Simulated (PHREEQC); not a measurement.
Solution (19 °C): 0.014 mol NaHSO4 per kg of water. It is in equilibrium with CO2 at log p = -3.5 (atm). Otherwise closed; pH follows from the charge balance.

Equilibrium calculation in PHREEQC: ion-association model, wateq4f.dat.

Each row changes one thing in this solution. This is a speciation only: nothing precipitates in the calculation.

| case | pH | ionic strength (mol/kgw) | SO4-2 (mol/kgw) | HSO4- (mol/kgw) | NaSO4- (mol/kgw) | HCO3- (mol/kgw) | SI of Mirabilite (Na2SO4:10H2O) | SI of Nahcolite (NaHCO3) |
|---|---|---|---|---|---|---|---|---|
| as made | 2.07 | 0.0329 | 0.00945 | 0.00423 | 0.000322 | 7.18e-10 | -4.78 | -10.54 |
| NaHSO4 from 0.014 to 0.14 mol/kgw | 1.32 | [?] | 0.0512 | 0.0799 | 0.00890 | [?] | -2.51 | -10.37 |
| diluted 2-fold with water | 2.31 | 0.0177 | 0.00536 | 0.00153 | 0.000107 | 1.21e-9 | -5.53 | -10.59 |
| temperature from 19 to 70 °C | 2.23 | 0.0271 | 0.00656 | 0.00715 | 0.000295 | 4.38e-10 | -7.06 | -11.18 |
| NaHSO4 from 0.014 to 0.0028 mol/kgw | 2.65 | 0.00764 | 0.00242 | [?] | 2.27e-5 | 2.53e-9 | -6.56 | -10.63 |

Problem. Complete the blanks.

Solution. 
- NaHSO4 from 0.014 to 0.14 mol/kgw, ionic strength (mol/kgw): 0.242
- NaHSO4 from 0.014 to 0.14 mol/kgw, HCO3- (mol/kgw): 1.48e-10
- NaHSO4 from 0.014 to 0.0028 mol/kgw, HSO4- (mol/kgw): 0.000358

At this temperature some constants are extrapolated from 25 °C, and those without enthalpy data are left unchanged.
